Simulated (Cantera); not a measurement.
NO annealing gas

An isothermal, constant-pressure homogeneous reactor starts with 90.1 % NO, 9.91 % N2, at 1775 K and 100.0 Torr.

Computed with Cantera and GRI-Mech 3.0 (53 species, 325 reactions).

```csv
t (s),x NO,x NO2,x N2O,x O,x N2,x O2
4.00e-5,0.901,3.17e-8,7.97e-7,7.67e-7,0.0991,8.33e-10
0.000163,0.901,4.80e-7,3.23e-6,2.78e-6,0.0991,1.30e-8
0.000663,0.901,5.74e-6,1.30e-5,7.68e-6,0.0991,1.96e-7
0.00270,0.901,3.92e-5,4.96e-5,1.45e-5,0.0991,3.63e-6
0.0110,0.900,0.000124,0.000158,2.55e-5,0.0992,7.53e-5
0.0447,0.899,0.000163,0.000294,3.18e-5,0.0998,0.000700
0.182,0.893,0.000188,0.000306,3.56e-5,0.103,0.00359
0.741,0.870,0.000259,0.000286,4.61e-5,0.114,0.0152
3.02,0.783,0.000403,0.000223,7.22e-5,0.158,0.0587
12.3,0.532,0.000477,9.69e-5,0.000117,0.283,0.184
50.0,0.175,0.000221,9.98e-6,0.000160,0.462,0.363
```
x: mole fraction; the columns are a selection and need not sum to one.

Equilibrium at this temperature and pressure: NO 0.00466, NO2 6.56e-6, N2O 8.18e-8, O 0.000177, N2 0.547, O2 0.448 (gas phase only).
